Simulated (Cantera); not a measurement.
Charge: 1 mol PbO, 1.1 mol CO, a varied amount of N₂, at 1448.15 K and 100000 Pa.

These are equilibrium values from Cantera (NASA tables, ideal gas, pure condensed phases), not measurements of a reactor. Candidate condensed phases: C, Pb, PbO, PbO₂, Pb₃O₄; 27 gas species. Rates play no part.

Q: What share of the Pb ends up in condensed phases as a function of n(N₂) (mol), at 9.4, 11, 13, 15, 18, 21, 25, 29, 34, 40, 47, 55, 65?

A: 
```
n(N₂) (mol)  Pb condensed (%)     as
-----------  ----------------  -----
9.4                      84.3  Pb(l)
11                       81.9  Pb(l)
13                       78.9  Pb(l)
15                       76.0  Pb(l)
18                       71.5  Pb(l)
21                       67.0  Pb(l)
25                       61.0  Pb(l)
29                       55.0  Pb(l)
34                       47.6  Pb(l)
40                       38.6  Pb(l)
47                       28.2  Pb(l)
55                       16.2  Pb(l)
65                        1.3  Pb(l)
```
